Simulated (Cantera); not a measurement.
Feed: 1 mol Si2H6, 11 mol N2O, 1.5 mol N2, at 1275 K and 0.110 bar.

These are equilibrium values from Cantera (NASA tables, ideal gas, pure condensed phases), not measurements of a reactor. Candidate condensed phases: H2O, Si, SiO2, Si2N2O, Si3N4; 35 gas species. The feed counts by its element totals alone. The tables hold silica as quartz up to 1696 K and as liquid above; real silica turns to tridymite and cristobalite and melts near 1996 K. Gases not in the tables: Si(OH)4. Rates play no part.

Base state: N2 0.714, H2O 0.171, O2 0.114, NO 0.000235, OH 1.53e-5 (mole fractions); condensed: SiO2(β-quartz).

### Question
What changes in the equilibrium state with this change: temperature from 1275 K to 1800 K?

### Answer
```
species                 before     after
--------------------  --------  --------
N2                       0.714     0.713
H2O                      0.171     0.171
O2                       0.114     0.112
NO                    0.000235   0.00289
O                      1.14e-7  0.000123
H2                     8.45e-8   8.26e-5
SiO2(β-quartz), mol       2.00         0
SiO2(condensed), mol         0      2.00
```

### Question
What changes in the equilibrium state with this change: Si2H6 replaced by HMDSO?

### Answer
```json
[
 {"species": "N2", "before": "0.714", "after": "0.455"},
 {"species": "H2", "before": "8.45e-8", "after": "0.276"},
 {"species": "CO", "before": "0", "after": "0.196"},
 {"species": "O2", "before": "0.114", "after": "<1e-9"},
 {"species": "CO2", "before": "0", "after": "0.0218"},
 {"species": "H2O", "before": "0.171", "after": "0.0510"},
 {"species": "NO", "before": "0.000235", "after": "<1e-9"},
 {"species": "OH", "before": "1.53e-5", "after": "2.51e-9"},
 {"species": "SiO2(β-quartz), mol", "before": "2.00", "after": "2.00"}
]
```
Further candidate phases: C, C6H6, C7H8, C8H18, SiC.
